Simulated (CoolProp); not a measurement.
Properties of dodecamethylpentasiloxane (MD3M) at several states (Tc = 628.0 K, pc = 9.540 bar, ω = 0.730).

Values from CoolProp's reference Helmholtz-energy equation of state, Thol 2019.

| T (K) | p (bar) | phase | density (kg/m³) | cv (kJ/(kg K)) | speed of sound (m/s) | expansivity (1/kK) | fugacity coefficient |
|---|---|---|---|---|---|---|---|
| 396 | 4.27 | liquid | 774.9 | 1.672 | 660.6 | 1.302 | 0.008473 |
| 508.3 | 0.124 | gas | 1.142 | 1.863 | 104.2 | 2.064 | 0.9886 |
| 285.5 | 2.21 | liquid | 882.3 | 1.396 | 988.1 | 1.092 | 8.927e-6 |
| 601.9 | 0.746 | gas | 5.945 | 2.052 | 110.7 | 1.921 | 0.9660 |
| 502.5 | 0.186 | gas | 1.745 | 1.852 | 102.9 | 2.147 | 0.9821 |
